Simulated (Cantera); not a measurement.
Charge: 1 mol H2S, 0.85 mol SO2, 0.46 mol N2, 0.03 mol O2, held at 2048.15 K and 24.0 mbar.

Cantera equilibrium calculation (NASA polynomials, part measured and part estimated; ideal gas, pure solids and liquids). Rates play no part.

```csv
species,before,after
H2O,0.190,0.411
SO2,0.181,0.356
N2,0.166,0.194
S2,0.185,2.88e-7
SH,0.0135,3.92e-6
O2,1.05e-5,0.0165
S,0.0120,1.50e-5
SO,0.0819,0.00406
H2,0.156,0.00848
S2O,0.00216,1.34e-7
H2S,0.00541,3.67e-7
SO3,4.46e-7,3.49e-5
NO,2.83e-5,0.00121
O,2.01e-5,0.000797
OH,0.000758,0.00703
```
Gas species are given as mole fractions.

**Question.** What was changed between the two runs?
(A) pressure from 24.0 mbar to 0.133 bar
(B) H2S replaced by H2O
(C) temperature from 2048.15 K to 3198.15 K
(D) temperature from 2048.15 K to 2575 K

**Answer.** B, H2S replaced by H2O
